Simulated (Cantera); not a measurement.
A perfectly stirred reactor is fed with CH4 : H2 = 1 : 11 (molar parts), at 1.01 bar; it is held at 1900 K, and followed from long to short residence time.

Detailed kinetics in Cantera: GRI-Mech 3.0 (53 species, 325 reactions). GRI-Mech 3.0 stops at C3 and has no aromatics, soot or wall deposition, so with more carbon than oxygen in the feed, carbon stays in small species such as C2H2 where larger ones or solid carbon would form.

**Question.** Predict: x(CH4) at τ = 2.60 s; x(H2) at τ = 2.60 s; x(C2H4) at τ = 2.60 s; x(H) at τ = 2.60 s; x(C2H) at τ = 2.60 s; x(CH4) at τ = 19.0 ms; x(H2) at τ = 19.0 ms; x(C2H4) at τ = 19.0 ms; x(H) at τ = 19.0 ms; x(C2H) at τ = 19.0 ms.

**Answer.** 
```json
{
  "x(CH4) at τ = 2.60 s": "0.00588",
  "x(H2) at τ = 2.60 s": "0.958",
  "x(C2H4) at τ = 2.60 s": "0.000414",
  "x(H) at τ = 2.60 s": "0.000776",
  "x(C2H) at τ = 2.60 s": "3.73e-7",
  "x(CH4) at τ = 19.0 ms": "0.0295",
  "x(H2) at τ = 19.0 ms": "0.945",
  "x(C2H4) at τ = 19.0 ms": "0.000353",
  "x(H) at τ = 19.0 ms": "0.000745",
  "x(C2H) at τ = 19.0 ms": "2.50e-7"
}
```
